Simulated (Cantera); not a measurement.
An isothermal, constant-pressure homogeneous reactor starts with H2 : O2 = 0.013 : 0.16 (molar parts), equivalence ratio 0.041, at 1450 K and 0.00180 bar.

Detailed kinetics in Cantera: GRI-Mech 3.0 (53 species, 325 reactions). Radical loss at walls, strong at low pressure, is not modelled. The temperature is held fixed by assumption; the heat of reaction is taken as removed at once.

x: mole fraction; the columns are a selection and need not sum to one.

| t (s) | x H2 | x O2 | x OH | x O | x HO2 |
|---|---|---|---|---|---|
| 4.00e-5 | 0.0751 | 0.925 | 2.26e-9 | 2.29e-9 | 1.71e-8 |
| 0.000163 | 0.0751 | 0.925 | 2.77e-8 | 2.91e-8 | 6.96e-8 |
| 0.000663 | 0.0751 | 0.925 | 3.25e-7 | 3.70e-7 | 2.83e-7 |
| 0.00270 | 0.0750 | 0.925 | 5.78e-5 | 6.76e-5 | 1.11e-6 |
| 0.0110 | 0.00184 | 0.863 | 0.00948 | 0.0516 | 3.21e-7 |
| 0.0447 | 0.00178 | 0.863 | 0.00937 | 0.0513 | 3.19e-7 |
| 0.182 | 0.00172 | 0.866 | 0.00922 | 0.0493 | 3.17e-7 |
| 0.741 | 0.00150 | 0.874 | 0.00865 | 0.0421 | 3.08e-7 |
| 3.02 | 0.000876 | 0.895 | 0.00670 | 0.0234 | 2.60e-7 |
| 12.3 | (withheld) | 0.916 | (withheld) | (withheld) | (withheld) |
| 50.0 | 1.88e-5 | 0.921 | 0.000995 | 0.000473 | 4.45e-8 |

Problem. What belongs in the gaps?

Solution. 
- 12.3, x H2: 0.000191
- 12.3, x OH: 0.00316
- 12.3, x O: 0.00487
- 12.3, x HO2: 1.26e-7
